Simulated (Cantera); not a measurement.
## MgO + N₂ (sublimation and decomposition of ceramics)

A closed system holds: 1 mol MgO, 0.023 mol N₂, held at 2475 K and 75.0 Torr.

Equilibrium computed with Cantera from the NASA thermochemical tables; the gas is ideal and each condensed phase is pure. Candidate condensed phases: Mg, MgO; 13 gas species. Rates play no part.

The x(N₂) is 0.981 and the x(Mg) comes out as 0.0109. The x(O₂) comes out as 0.00290, the x(NO) comes out as 0.00288 and the x(O) is 0.00218. The x(MgO) is 0.000380, the n(MgO(s)) is 1.000 mol and the gas amount comes out as 0.02342 mol. The log10 activity of Mg(l) (absent) is -5.06.
